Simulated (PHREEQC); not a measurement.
PHREEQC input (ion-association model, wateq4f.dat):

```
SOLUTION_MASTER_SPECIES
  An  An-  0  An  62.0  # stands for a non-complexing anion
SOLUTION_SPECIES
  An- = An-
    -log_k 0
    -gamma 3.0 0
  SO4-2 + 10H+ + 8e- = H2S + 4H2O  # shut off: sulfate is not reduced
    -log_k -100
    -delta_h 0
    -analytic -100
PHASES
  Fix_H+
    H+ = H+
    -log_k 0
SOLUTION 1
  temp 25
  units mmol/kgw
  pH 7 charge
  S(6) 0.042
  Na 5.084
  Cl 0.0116
  Mn(2) 0.0058
  An 5
END
SELECTED_OUTPUT 1
  -reset false
  -pH true
  -pe true
  -ionic_strength true
  -water true
  -totals Cl Mn Na S Mn(2) Mn(3) Mn(6) Mn(7) S(-2) S(6)
  -molalities Hfo_wOH Hfo_wOH2+ Hfo_wO- Hfo_sOH Hfo_sOH2+ Hfo_sO- Hfo_sOMn+ Hfo_wOMn+ Hfo_wSO4- Hfo_wOHSO4-2
  -saturation_indices Pyrochroite Halite Mirabilite
USER_PUNCH 1
  -headings sigma psi
  10 PUNCH EDL("sigma", "Hfo"), EDL("psi", "Hfo")
PRINT
  -reset false
USE solution 1
SURFACE 1
  Hfo_wOH 0.000674157 600 0.3
  Hfo_sOH 1.68539e-05
EQUILIBRIUM_PHASES 1
  Fix_H+ -4 HAn 10
    -force_equality true
END
# ... the last block is repeated for the other 16 points of pH, with NaOH or the acid as the point needs
```

Selected output (columns that matter, 17 of 17 rows; pH added in front):

```
pH	mu	Mn	Na	S	m_Hfo_wOH	m_Hfo_wOH2+	m_Hfo_wO-	m_Hfo_sOH	m_Hfo_sOH2+	si_Pyrochroite	si_Halite	si_Mirabilite	sigma	psi
4	0.0053595	5.7999e-06	0.005084	1.0572e-08	0.00026446	0.00036329	4.4103e-06	7.0507e-06	9.6855e-06	-12.567	-8.8794	-11.663	0.16168	0.18647
4.38	0.0052625	5.7996e-06	0.005084	2.6887e-08	0.00032127	0.00030312	7.8005e-06	8.5647e-06	8.0808e-06	-11.806	-8.8788	-11.254	0.12476	0.17364
4.75	0.0052085	5.7981e-06	0.005084	7.6779e-08	0.0003657	0.0002545	1.2038e-05	9.7476e-06	6.7836e-06	-11.066	-8.8785	-10.796	0.094307	0.15957
5.12	0.0051746	5.7909e-06	0.005084	2.4589e-07	0.00039951	0.00021596	1.6931e-05	1.0642e-05	5.7524e-06	-10.326	-8.8783	-10.29	0.069546	0.14417
5.5	0.0051519	5.7556e-06	0.005084	8.8842e-07	0.00042521	0.00018551	2.2328e-05	1.1292e-05	4.9262e-06	-9.5684	-8.8782	-9.7315	0.0497	0.1272
5.88	0.0051379	5.5873e-06	0.005084	3.2561e-06	0.00044589	0.00016128	2.8242e-05	1.1682e-05	4.2254e-06	-8.8212	-8.8781	-9.1671	0.034947	0.10954
6.25	0.0051321	4.9491e-06	0.005084	9.8552e-06	0.00046706	0.00013896	3.5964e-05	1.1662e-05	3.4695e-06	-8.1341	-8.878	-8.686	0.024819	0.092668
6.62	0.0051316	3.405e-06	0.005084	2.1405e-05	0.00049017	0.00011577	4.7546e-05	1.0907e-05	2.5761e-06	-7.557	-8.8781	-8.3491	0.017756	0.076712
7	0.0051319	1.4884e-06	0.005084	3.322e-05	0.00050769	9.6037e-05	6.1483e-05	9.7036e-06	1.8356e-06	-7.157	-8.8781	-8.1582	0.012183	0.059934
7.38	0.0051303	4.0194e-07	0.005084	3.9586e-05	0.00051506	8.4686e-05	7.1763e-05	8.9675e-06	1.4744e-06	-6.9659	-8.8781	-8.082	0.0074522	0.041057
7.75	0.0051319	8.5184e-08	0.0050884	4.147e-05	0.00051689	7.917e-05	7.731e-05	8.7472e-06	1.3398e-06	-6.9001	-8.8777	-8.0611	0.0035297	0.020991
8.12	0.0051371	1.655e-08	0.0050967	4.1894e-05	0.00051715	7.5622e-05	8.1019e-05	8.697e-06	1.2717e-06	-6.8724	-8.877	-8.0554	4.8115e-05	0.00029401
8.5	0.0051427	3.0269e-09	0.0051056	4.198e-05	0.00051692	7.239e-05	8.4562e-05	8.6825e-06	1.2159e-06	-6.8519	-8.8763	-8.053	-0.0035483	-0.021074
8.88	0.0051515	5.5867e-10	0.0051182	4.1996e-05	0.00051633	6.8833e-05	8.8728e-05	8.6705e-06	1.1559e-06	-6.8297	-8.8753	-8.0509	-0.0077395	-0.042289
9.25	0.0051674	1.1065e-10	0.0051391	4.1999e-05	0.00051517	6.4577e-05	9.4149e-05	8.6506e-06	1.0844e-06	-6.802	-8.8736	-8.0476	-0.01301	-0.062595
9.62	0.0051999	2.3035e-11	0.0051783	4.2e-05	0.00051288	5.9167e-05	0.00010185	8.6122e-06	9.9352e-07	-6.764	-8.8705	-8.0417	-0.020156	-0.082349
10	0.0052725	5.0498e-12	0.0052604	4.2e-05	0.00050827	5.2155e-05	0.00011347	8.5347e-06	8.7578e-07	-6.7092	-8.8641	-8.0293	-0.030313	-0.10182
```
